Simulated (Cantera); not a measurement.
A closed system holds: 1 mol Cu, a varied amount of O₂, 1.3 mol N₂, equilibrated at 948.15 K and 100 Torr.

These are equilibrium values from Cantera (NASA tables, ideal gas, pure condensed phases), not measurements of a reactor. Candidate condensed phases: Cu, CuO, Cu₂O; 12 gas species. Rates play no part.

x: gas mole fraction; n: condensed amount in mol.

| n(O₂) (mol) | x N₂ | x O₂ | x NO | x NO₂ | n Cu(s) | n Cu₂O(s) | n CuO(s) |
|---|---|---|---|---|---|---|---|
| 0.1 | 1.00 | 8.65e-11 | 3.92e-10 | <1e-12 | 0.600 | 0.200 | 0 |
| 0.25 | 1.00 | 8.65e-11 | 3.92e-10 | <1e-12 | 0 | 0.500 | 0 |
| 0.4 | 1.000 | 0.000167 | ___ | 4.43e-10 | 0 | 0.200 | 0.599 |
| 0.54 | 0.970 | 0.0298 | ___ | 7.80e-8 | 0 | 0 | 1.00 |
| 0.69 | 0.872 | 0.128 | ___ | 3.16e-7 | 0 | 0 | 1.00 |
| 0.84 | 0.793 | 0.207 | ___ | 4.90e-7 | 0 | 0 | 1.00 |
| 0.98 | 0.730 | 0.270 | 1.87e-5 | 6.12e-7 | 0 | 0 | 1.00 |
| 1.1 | 0.684 | 0.316 | 1.96e-5 | 6.93e-7 | 0 | 0 | 1.00 |
| 1.3 | 0.619 | 0.381 | 2.05e-5 | 7.96e-7 | 0 | 0 | 1.00 |

Question: Some entries are withheld; supply them.

Answer: 
- 0.4, x NO: 5.45e-7
- 0.54, x NO: 7.17e-6
- 0.69, x NO: 1.41e-5
- 0.84, x NO: 1.71e-5
